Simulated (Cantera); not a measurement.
Charge: 1 mol Ta2O5, 510 mol H2, at 1.70 mbar.

These are equilibrium values from Cantera (NASA tables, ideal gas, pure condensed phases), not measurements of a reactor. Candidate condensed phases: H2O, Ta, Ta2O5; 12 gas species. Equilibrium is a limit: real reactors are often held back by kinetics, nucleation or transport. All values below are at 1877 °C.

Base state: H2 0.897, H 0.0969, TaO2 0.00303, H2O 0.00251, TaO 0.000689, OH 3.50e-5 (mole fractions); condensed: gas only.

What changes in the equilibrium state with this change: Ta2O5 replaced by Fe3O4?


| species | before | after |
|---|---|---|
| H2 | 0.897 | 0.890 |
| H | 0.0969 | 0.0965 |
| H2O | 0.00251 | 0.00731 |
| Fe | 0 | 0.00556 |
| TaO2 | 0.00303 | 0 |
| TaO | 0.000689 | 0 |
| OH | 3.50e-5 | 0.000102 |
Further candidate phases: Fe, FeO, Fe(OH)2, Fe(OH)3, Fe2O3, Fe3O4.
